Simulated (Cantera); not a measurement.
Feed: 1 mol B, 17 mol N₂, 0.3 mol H₂, 0.072 mol O₂, equilibrated at 1675 K and 0.0133 bar.

Equilibrium computed with Cantera from the NASA thermochemical tables; the gas is ideal and each condensed phase is pure. Candidate condensed phases: B, BN, B₂O₃, B₃O₃H₃, H₂O; 39 gas species. Rates play no part.

Base state: N₂ 0.979, H₂ 0.0167, B₂O₃ 0.00164, HBO 0.00131, HBO₂ 0.000535, B₂O₂ 0.000497, BO 0.000209, H 0.000130 (mole fractions); condensed: BN(s).

What changes in the equilibrium state with this change: N₂ from 17 to 2.1 mol?


```json
[
 {"species": "N₂", "before": "0.979", "after": "0.825"},
 {"species": "H₂", "before": "0.0167", "after": "0.142"},
 {"species": "B₂O₃", "before": "0.00164", "after": "0.0151"},
 {"species": "H₂O", "before": "9.89e-6", "after": "0.000166"},
 {"species": "HBO₂", "before": "0.000535", "after": "0.00664"},
 {"species": "BN(s), mol", "before": "0.893", "after": "0.900"}
]
```

What changes in the equilibrium state with this change: temperature from 1675 K to 2423.15 K?


```tsv
species	before	after
N₂	0.979	0.964
H	0.000130	0.0148
H₂	0.0167	0.00933
BO	0.000209	0.00740
B	<1e-9	0.00304
B₂O₃	0.00164	7.10e-9
BN	<1e-9	0.000151
BN(s), mol	0.893	0
B(l), mol	0	0.795
```
The tables' values for BH₂ are old estimates; treat these amounts as uncertain.
